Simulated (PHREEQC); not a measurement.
A solution holds 0.27 mol Ni(NO3)2 and 0.045 mol HCl per kg of water, at 25 °C. Closed to the air; pH follows from the charge balance.

Equilibrium calculation in PHREEQC: ion-association model, wateq4f.dat.

```csv
quantity,before,after
pH,1.47,1.48
Cl- (mol/kgw),0.0375,0.0330
NiCl+ (mol/kgw),0.00680,0.0111
NiCl2 (mol/kgw),0.000356,0.000488
NiOH+ (mol/kgw),4.78e-10,9.25e-10
```

What was changed between the two runs?
A) HCl from 0.045 to 0.0405 mol/kgw
B) temperature from 25 to 45 °C
C) 0.017 mol/kgw CdSO4 added
D) Ni(NO3)2 from 0.27 to 0.405 mol/kgw

D, Ni(NO3)2 from 0.27 to 0.405 mol/kgw

This is a speciation only: nothing precipitates in the calculation. The ionic strength passes 0.7 mol/kgw, the rough limit of the ion-association models, in every such run.
